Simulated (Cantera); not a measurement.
Feed: 1 mol Si₃N₄, a varied amount of NF₃, 1.1 mol H₂, at 627 °C and 0.0158 Torr.

Equilibrium computed with Cantera from the NASA thermochemical tables; the gas is ideal and each condensed phase is pure. Candidate condensed phases: Si, Si₃N₄; 37 gas species. The tables' values for SiF₃ are old estimates; treat these amounts as uncertain. Rates play no part.

Task: At 3.9 mol NF₃, list the 4 most abundant gas species with their mole fractions, and the condensed phases.

Result: N₂ 0.492, SiF₄ 0.369, H₂ 0.139, HF 0.000345. Condensed: Si₃N₄(s).
